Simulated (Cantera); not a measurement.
A freely propagating, adiabatic, planar premixed flame of H2 : O2 : N2 = 1 : 0.179 : 0.607 (molar parts), equivalence ratio 2.8, unburnt at 600 K and 10.0 bar; mixture-averaged transport, grid criteria slope 0.08 and curve 0.16, no radiation.

Computed with Cantera and the H2/O2 subset of GRI-Mech 3.0, which has no nitrogen chemistry. The hydrogen kinetics of GRI-Mech 3.0 are dated; newer H2 mechanisms differ, most at raised pressure. Burning velocities carry a grid error of a few per cent, more on coarse grids.

x: mole fraction of selected species; z is measured from the peak of heat release.

```
z (mm)    T (K)  u (m/s)   x H2      x O2       x H  x HO2    x H2O       x O
--------  -----  -------  -----  --------  --------  -----  -------  --------
-0.0803     600     7.51  0.560     0.100     <1e-8  <1e-8    <1e-8     <1e-8
-0.0536     600     7.51  0.560     0.100     <1e-8    ___  2.66e-7     <1e-8
-0.0402     600     7.51  0.560     0.100     <1e-8    ___  1.99e-6     <1e-8
-0.0268     605     7.55  0.559     0.101     <1e-8    ___  4.80e-5   5.49e-8
-0.0134     705     8.60  0.544     0.101  0.000127    ___  0.00471   1.31e-5
-0.00669   1001     11.8  0.510    0.0911   0.00311    ___   0.0343  0.000172
0          1369     15.8  0.459    0.0643    0.0141    ___   0.0935  0.000687
0.00669    1630     18.7  0.414    0.0329    0.0270    ___    0.155  0.000846
0.0134     1770     20.3  0.389    0.0137    0.0334    ___    0.191  0.000531
0.0268     1887     21.6  0.378   0.00230    0.0324    ___    0.214  0.000171
0.0536     1971     22.4  0.381  0.000149    0.0242    ___    0.219   6.48e-5
0.107      2035     23.0  0.387   1.02e-5    0.0156    ___    0.221   2.75e-5
0.214      2080     23.5  0.391   2.82e-6   0.00910    ___    0.222   9.89e-6
```

Q: Fill in the missing entries.

A: 
- -0.0536, x HO2: 2.97e-8
- -0.0402, x HO2: 2.59e-7
- -0.0268, x HO2: 8.95e-6
- -0.0134, x HO2: 0.000822
- -0.00669, x HO2: 0.000945
- 0, x HO2: 0.000470
- 0.00669, x HO2: 0.000218
- 0.0134, x HO2: 8.74e-5
- 0.0268, x HO2: 1.39e-5
- 0.0536, x HO2: 8.91e-7
- 0.107, x HO2: 9.57e-8
- 0.214, x HO2: 3.06e-8
